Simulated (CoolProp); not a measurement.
Vapour-liquid equilibrium of ethylene (1) + carbon dioxide (2) at 1.79 MPa; x and y are mole fractions of (1).

Model: multi-fluid Helmholtz-energy mixture model, Smukala 2000 and Span 1996; pair parameters Bell 2016, in CoolProp.

### Question
Give the bubble temperature and the first vapour's composition at x = 0.575, 0.65, 0.8. Is there an azeotrope?

### Answer
x = 0.575: -33.3 °C, y = 0.609; x = 0.65: -33.6 °C, y = 0.668; x = 0.8: -33.7 °C, y = 0.795. y crosses x between x = 0.725 and 0.8: the model has an azeotrope there.

Pair parameters are fitted to limited data, so mixtures are less certain than the pure fluids.
